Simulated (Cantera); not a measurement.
A Cantera script and its output.

```python
import numpy as np
import cantera as ct

gas = ct.Solution("gri30.yaml")
gas.TPX = 1700, 500000, {'H2': 1, 'O2': 1.52, 'N2': 5.7}
reactor = ct.IdealGasReactor(gas, energy="on", clone=False)
net = ct.ReactorNet([reactor])
net.rtol, net.atol = 1e-08, 1e-16
show = ['H2', 'O2', 'O', 'H', 'N2O']
times = np.geomspace(5e-06, 0.6, 13)

steps = ct.SolutionArray(gas, extra=["t"])
rows = []
print(f"{'t/s':>10s}{'T/K':>9s}{'P/Pa':>11s}" + "".join(f"{s:>11s}" for s in show))
for t in times:
    while net.time < t:
        t_next = net.step()
        steps.append(gas.state, t=t_next)
    rows.append([np.interp(t, steps.t, y) for y in (steps.T, steps.P, *steps(*show).X.T)])
    print(f"{t:10.3e}{rows[-1][0]:9.1f}{rows[-1][1]:11.4g}" + "".join(f"{x:11.3e}" for x in rows[-1][2:]))
rate = np.gradient(steps.T, steps.t)
print("integrator steps:", len(steps.t))
if steps.T.max() > steps.T[0] + 200:
    print(f"time of steepest temperature rise: {steps.t[rate.argmax()]:.4e} s")
gas.TPX = 1700, 500000, {'H2': 1, 'O2': 1.52, 'N2': 5.7}
gas.equilibrate("UV")
print(f"equilibrium (UV): T = {gas.T:.1f} K  " + "  ".join(f"{s} {gas[s].X[0]:.3e}" for s in show))
```

Output:

```
       t/s      T/K       P/Pa         H2         O2          O          H        N2O
 5.000e-06   2446.3  6.875e+05  4.780e-03  1.219e-01  1.273e-02  4.436e-03  2.038e-06
 1.325e-05   2618.6  7.282e+05  1.574e-03  1.267e-01  4.072e-03  7.399e-04  2.786e-06
 3.512e-05   2629.5  7.307e+05  1.364e-03  1.270e-01  3.527e-03  5.952e-04  2.713e-06
 9.306e-05   2628.1  7.303e+05  1.358e-03  1.267e-01  3.502e-03  5.908e-04  2.708e-06
 2.466e-04   2624.7  7.293e+05  1.343e-03  1.260e-01  3.441e-03  5.800e-04  2.697e-06
 6.536e-04   2616.9   7.27e+05  1.311e-03  1.242e-01  3.305e-03  5.562e-04  2.686e-06
 1.732e-03   2603.5  7.231e+05  1.257e-03  1.213e-01  3.082e-03  5.172e-04  2.702e-06
 4.590e-03   2591.8  7.197e+05  1.211e-03  1.188e-01  2.897e-03  4.851e-04  2.750e-06
 1.216e-02   2589.3  7.189e+05  1.201e-03  1.183e-01  2.859e-03  4.785e-04  2.763e-06
 3.224e-02   2589.2  7.189e+05  1.201e-03  1.183e-01  2.859e-03  4.784e-04  2.763e-06
 8.543e-02   2589.2  7.189e+05  1.201e-03  1.183e-01  2.859e-03  4.784e-04  2.763e-06
 2.264e-01   2589.2  7.189e+05  1.201e-03  1.183e-01  2.859e-03  4.784e-04  2.763e-06
 6.000e-01   2589.2  7.189e+05  1.201e-03  1.183e-01  2.859e-03  4.784e-04  2.763e-06
integrator steps: 1131
time of steepest temperature rise: 1.8540e-06 s
equilibrium (UV): T = 2589.2 K  H2 1.201e-03  O2 1.183e-01  O 2.859e-03  H 4.784e-04  N2O 2.763e-06
```

Model: GRI-Mech 3.0 (53 species, 325 reactions), integrated in Cantera. The hydrogen kinetics of GRI-Mech 3.0 are dated; newer H2 mechanisms differ, most at raised pressure.
